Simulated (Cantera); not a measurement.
Feed: 1 mol SiCl4, 0.8 mol Cl2, 8.9 mol H2, held at 1 atm.

Method: chemical equilibrium by Gibbs-energy minimisation in Cantera with the NASA 1993 tables (ideal gas, pure condensed phases). Candidate condensed phases: Si; 19 gas species. The tables' values for SiCl3 are old estimates; treat these amounts as uncertain. Equilibrium is a limit: real reactors are often held back by kinetics, nucleation or transport.

x: gas mole fraction; nothing condenses.

| T (K) | x H2 | x HCl | x SiCl4 | x SiHCl3 | x SiCl3 | x SiCl2 | x SiH2Cl2 |
|---|---|---|---|---|---|---|---|
| 648 | 0.757 | 0.150 | 0.0934 | 3.69e-5 | 6.60e-10 | <1e-12 | 8.41e-10 |
| 698 | 0.757 | 0.150 | 0.0934 | ___ | 6.96e-9 | <1e-12 | ___ |
| 748 | 0.757 | 0.150 | 0.0933 | ___ | 5.33e-8 | ___ | ___ |
| 798 | 0.757 | 0.150 | 0.0930 | 0.000414 | 3.14e-7 | 1.20e-10 | 1.48e-7 |
| 848 | 0.756 | 0.150 | 0.0927 | 0.000756 | 1.49e-6 | 1.73e-9 | 5.41e-7 |
| 898 | 0.756 | 0.151 | 0.0922 | 0.00129 | 5.92e-6 | 1.84e-8 | 1.70e-6 |
| 948 | 0.755 | 0.152 | 0.0914 | 0.00205 | 2.01e-5 | 1.50e-7 | 4.65e-6 |
| 998 | 0.754 | 0.153 | 0.0903 | 0.00309 | 5.99e-5 | 9.76e-7 | 1.14e-5 |
| 1048 | 0.752 | 0.154 | 0.0888 | 0.00443 | 0.000159 | 5.22e-6 | 2.52e-5 |
| 1098 | 0.750 | 0.156 | 0.0869 | 0.00608 | 0.000381 | 2.35e-5 | 5.09e-5 |
| 1148 | 0.748 | 0.159 | 0.0844 | 0.00798 | 0.000834 | 9.09e-5 | 9.46e-5 |
| 1198 | 0.745 | 0.162 | 0.0812 | 0.0100 | 0.00167 | 0.000305 | 0.000162 |
| 1248 | 0.740 | 0.167 | 0.0770 | 0.0120 | 0.00308 | 0.000891 | 0.000256 |

Problem. Some entries are withheld; supply them.

Solution. 
- 748, x SiHCl3: 0.000207
- 748, x SiCl2: 5.74e-12
- 748, x SiH2Cl2: 3.36e-8
- 698, x SiHCl3: 9.33e-5
- 698, x SiH2Cl2: 6.10e-9
